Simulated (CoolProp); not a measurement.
A closed Brayton cycle with carbon dioxide: compressor inlet 326.15 K and 8.3 MPa, high pressure 28.6 MPa, turbine inlet 890 K, compressor efficiency 0.89, turbine efficiency 0.93, recuperator effectiveness 0.9 (on enthalpy, no pinch check). Each further row changes one setting.

The numbers come from the reference Helmholtz-energy equation of state, Span 1996 in CoolProp.

| case | thermal efficiency (%) | net work (kJ/kg) | compressor to turbine work | compressor exit (K) | turbine exit (K) |
|---|---|---|---|---|---|
| as stated | 38.2 | 114 | 0.36 | 429.6 | 731.6 |
| turbine inlet 840 K | 36.4 | 103 | 0.39 | 429.6 | 687.2 |
| compressor inlet 336.15 K | 37.0 | 106 | 0.41 | 446.9 | 731.6 |
| high pressure 24.3 MPa | 37.4 | 103 | 0.35 | 415.6 | 751.7 |
| recuperator effectiveness 0.5 | 26.0 | 114 | 0.36 | 429.6 | 731.6 |
